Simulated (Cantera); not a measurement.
Reactions in the system C-H-Ni-S

Source: NASA polynomial tables (part measured, part estimated), evaluated in Cantera. Values are per mole of reaction as written; species without (g) are pure solids or liquids, kept so even where they would boil at 1 bar.

2 H₂S(g) + Ni₃S₄ + 4 C₃H₈(g) = 12 CH₃(g) + 3 NiS₂

| T (K) | ΔH° (kJ) | ΔS° (J/K) | ΔG° (kJ) | log10 K |
|---|---|---|---|---|
| 423 | 2143.8 | 905.3 | 1760.8 | -217.43 |
| 448 | 2145.7 | 909.7 | 1738.1 | -202.65 |
| 473 | 2147.3 | 913.3 | 1715.3 | -189.43 |
| 498 | 2148.7 | 916.0 | 1692.5 | -177.52 |
| 523 | 2149.7 | 918.1 | 1669.5 | -166.74 |
| 548 | 2150.5 | 919.6 | 1646.6 | -156.95 |
| 573 | 2151.0 | 920.5 | 1623.6 | -148.00 |
| 598 | 2151.3 | 921.0 | 1600.5 | -139.80 |
